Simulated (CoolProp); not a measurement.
Vapour-liquid equilibrium of acetone (1) + ethanol (2) at 247.7 K; x and y are mole fractions of (1).

The numbers come from the multi-fluid Helmholtz-energy mixture model, Lemmon 2006 and Schroeder 2014; pair parameters Bell 2016 in CoolProp.

```csv
x,bubble pressure (bar),y at the bubble point,dew pressure at overall composition x (bar),liquid density (mol/L)
0.05,___,0.546,0.002281,17.75
0.2,0.009530,0.810,0.002687,17.13
0.35,0.01248,0.872,___,16.54
0.5,0.01447,___,0.004171,___
0.65,___,0.928,0.005750,15.49
0.8,0.01781,0.954,0.009153,15.02
0.95,0.01975,___,0.01757,14.59
```

### Question
Fill in the missing entries.

### Answer

- 0.05, bubble pressure (bar): 0.004556
- 0.35, dew pressure at overall composition x (bar): 0.003269
- 0.5, y at the bubble point: 0.904
- 0.5, liquid density (mol/L): 16.00
- 0.65, bubble pressure (bar): 0.01612
- 0.95, y at the bubble point: 0.987

No azeotrope shows between x = 0.05 and 0.95.

The pair parameters rest on a limited set of measurements; away from them the model extrapolates. With so large a gap from Raoult's law the liquid may split in two, which this calculation doesn't test in full.
